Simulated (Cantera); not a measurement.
Charge: 1 mol SiH2Cl2, 29 mol N2, at 1377 °C and 0.440 bar.

Method: chemical equilibrium by Gibbs-energy minimisation in Cantera with the NASA 1993 tables (ideal gas, pure condensed phases). Candidate condensed phases: NH4Cl, Si, Si3N4; 28 gas species. The tables' values for SiCl3 are old estimates; treat these amounts as uncertain. Equilibrium is a limit: real reactors are often held back by kinetics, nucleation or transport.

Base state: N2 0.936, HCl 0.0414, H2 0.0121, SiCl2 0.00712, SiCl3 0.00185, SiCl4 0.00106, SiHCl3 5.17e-5, Cl 4.05e-5 (mole fractions); condensed: Si3N4(s).

### Question
What changes in the equilibrium state with this change: N2 from 29 to 42 mol?

### Answer
```csv
species,before,after
N2,0.936,0.955
HCl,0.0414,0.0295
H2,0.0121,0.00822
SiCl2,0.00712,0.00525
SiHCl3,5.17e-5,2.71e-5
SiCl4,0.00106,0.000581
SiCl3,0.00185,0.00118
"Si3N4(s), mol",0.231,0.231
```

### Question
What changes in the equilibrium state with this change: pressure from 0.440 bar to 0.0610 bar?

### Answer
```json
[
 {"species": "N2", "before": "0.936", "after": "0.935"},
 {"species": "HCl", "before": "0.0414", "after": "0.0340"},
 {"species": "H2", "before": "0.0121", "after": "0.0156"},
 {"species": "SiCl2", "before": "0.00712", "after": "0.0139"},
 {"species": "SiCl4", "before": "0.00106", "after": "0.000148"},
 {"species": "SiHCl3", "before": "5.17e-5", "after": "1.14e-5"},
 {"species": "H", "before": "1.50e-5", "after": "4.60e-5"},
 {"species": "Cl", "before": "4.05e-5", "after": "7.84e-5"},
 {"species": "Si3N4(s), mol", "before": "0.231", "after": "0.180"}
]
```
